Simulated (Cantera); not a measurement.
An isothermal, constant-pressure homogeneous reactor starts with H2 : O2 = 0.0067 : 1 (molar parts), equivalence ratio 0.0034, at 1175 K and 190 Pa.

Computed with Cantera and the H2/O2 subset of GRI-Mech 3.0, which has no nitrogen chemistry. Radical loss at walls, strong at low pressure, is not modelled.

x: mole fraction; the columns are a selection and need not sum to one.

```csv
t (s),x H2,x O2,x HO2,x H2O2,x H,x H2O,x OH
0.000300,0.00666,0.993,1.60e-10,<1e-12,1.07e-10,1.62e-12,5.41e-11
0.000798,0.00666,0.993,4.26e-10,<1e-12,1.77e-10,2.25e-11,2.60e-10
0.00212,0.00666,0.993,1.13e-9,<1e-12,2.69e-10,2.48e-10,9.92e-10
0.00564,0.00666,0.993,…,<1e-12,5.99e-10,…,…
0.0150,0.00666,0.993,8.03e-9,3.58e-12,3.51e-9,3.65e-8,2.87e-8
0.0399,0.00665,0.993,2.29e-8,2.46e-11,2.84e-7,3.80e-6,2.41e-6
0.106,0.000469,0.988,1.67e-7,7.17e-9,0.000388,0.00550,0.000988
0.282,1.94e-5,0.987,1.01e-7,1.87e-9,0.000219,0.00628,0.000498
0.751,1.87e-5,0.987,9.89e-8,1.86e-9,0.000206,0.00629,0.000489
2.00,1.68e-5,0.988,9.42e-8,1.85e-9,0.000176,0.00632,0.000464
5.31,1.30e-5,0.989,8.34e-8,1.81e-9,0.000119,0.00639,0.000409
14.1,…,0.991,…,1.68e-9,…,0.00648,…
37.6,2.71e-6,0.992,3.65e-8,1.35e-9,1.10e-5,0.00657,0.000187
100,6.49e-7,0.993,1.54e-8,7.90e-10,1.28e-6,0.00663,9.15e-5
```

Problem. Some entries are withheld; supply them.

Solution. 
- 0.00564, x HO2: 3.01e-9
- 0.00564, x H2O: 2.50e-9
- 0.00564, x OH: 3.86e-9
- 14.1, x H2: 7.45e-6
- 14.1, x HO2: 6.31e-8
- 14.1, x H: 5.07e-5
- 14.1, x OH: 0.000309
